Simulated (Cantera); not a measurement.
Input: 1 mol SiH4, a varied amount of C3H8, 72 mol H2, at 1077 °C and 12.0 Torr.

Method: chemical equilibrium by Gibbs-energy minimisation in Cantera with the NASA 1993 tables (ideal gas, pure condensed phases). Candidate condensed phases: C, C6H6, C7H8, C8H18, Si, SiC; 87 gas species. Mutual solubility and eutectic melting of coexisting phases are not modelled. Kinetics and transport are ignored.

**Question.** Which condensed phases are stable at each of these points (n(C3H8) (mol)): 0.12, 0.18, 0.23, 0.29, 0.35, 0.41, 0.47, 0.53, 0.59, 0.64, 0.7?

**Answer.** 
```json
[
 {"n(C3H8) (mol)": "0.12", "condensed phases": "Si(s) + SiC(s)", "Si condensed (%)": "100.0"},
 {"n(C3H8) (mol)": "0.18", "condensed phases": "Si(s) + SiC(s)", "Si condensed (%)": "100.0"},
 {"n(C3H8) (mol)": "0.23", "condensed phases": "Si(s) + SiC(s)", "Si condensed (%)": "100.0"},
 {"n(C3H8) (mol)": "0.29", "condensed phases": "Si(s) + SiC(s)", "Si condensed (%)": "100.0"},
 {"n(C3H8) (mol)": "0.35", "condensed phases": "C(graphite) + SiC(s)", "Si condensed (%)": "100.0"},
 {"n(C3H8) (mol)": "0.41", "condensed phases": "C(graphite) + SiC(s)", "Si condensed (%)": "100.0"},
 {"n(C3H8) (mol)": "0.47", "condensed phases": "C(graphite) + SiC(s)", "Si condensed (%)": "100.0"},
 {"n(C3H8) (mol)": "0.53", "condensed phases": "C(graphite) + SiC(s)", "Si condensed (%)": "100.0"},
 {"n(C3H8) (mol)": "0.59", "condensed phases": "C(graphite) + SiC(s)", "Si condensed (%)": "100.0"},
 {"n(C3H8) (mol)": "0.64", "condensed phases": "C(graphite) + SiC(s)", "Si condensed (%)": "100.0"},
 {"n(C3H8) (mol)": "0.7", "condensed phases": "C(graphite) + SiC(s)", "Si condensed (%)": "100.0"}
]
```

From 0.12 mol C3H8 to 0.29 mol C3H8 the condensed part is Si(s) + SiC(s). From 0.35 mol C3H8 to 0.7 mol C3H8 the condensed part is C(graphite) + SiC(s).
